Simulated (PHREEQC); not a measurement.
Make-up at 25 °C: 0.072 mol/kgw MgCl2 and 0.085 mol/kgw Na2SO4. Closed to the air; pH follows from the charge balance.

Model: ion-association model, wateq4f.dat, run in PHREEQC.

Problem. The ionic strength comes out as 0.331 mol/kgw. What activity coefficients do SO4-2, Cl-, NaSO4-, Na+, Mg+2 get?

Solution. SO4-2 0.24, Cl- 0.67, NaSO4- 0.72, Na+ 0.72, Mg+2 0.31.

This is a speciation only: nothing precipitates in the calculation.
